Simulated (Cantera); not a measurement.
A freely propagating, adiabatic, planar premixed flame of H2 : O2 : N2 = 1 : 0.694 : 2.61 (molar parts), unburnt at 450 K and 13300 Pa; mixture-averaged transport, grid criteria slope 0.08 and curve 0.16, no radiation.

Cantera simulation using the H2/O2 subset of GRI-Mech 3.0, which has no nitrogen chemistry; the numbers are that mechanism's predictions, not measurements. Burning velocities carry a grid error of a few per cent, more on coarse grids.

Question: What does this change do: H2 1 to 0.76 parts?

Answer: 
| quantity | before | after |
|---|---|---|
| laminar burning velocity | 284 cm/s | 208 cm/s |
| thermal thickness | 5.69 mm | 5.31 mm |
| peak x(O) | 0.0149 | 0.0123 |
| peak x(OH) | 0.0137 | 0.00863 |
| peak x(H2O2) | 9.44e-6 | 1.02e-5 |
Lean hydrogen flames are cellular in practice and burn faster than this planar one.

Question: What does this change do: inlet temperature 450 to 350 K?

Answer: 
| quantity | before | after |
|---|---|---|
| laminar burning velocity | 284 cm/s | 183 cm/s |
| thermal thickness | 5.69 mm | 5.09 mm |
| peak x(O) | 0.0149 | 0.0131 |
| peak x(OH) | 0.0137 | 0.0121 |
| peak x(H2O2) | 9.44e-6 | 2.99e-5 |

Question: What does this change do: inlet temperature 450 to 700 K?

Answer: 
```tsv
quantity	before	after
laminar burning velocity	284 cm/s	719 cm/s
thermal thickness	5.69 mm	7.34 mm
peak x(O)	0.0149	0.0197
peak x(OH)	0.0137	0.0178
peak x(H2O2)	9.44e-6	1.09e-6
```
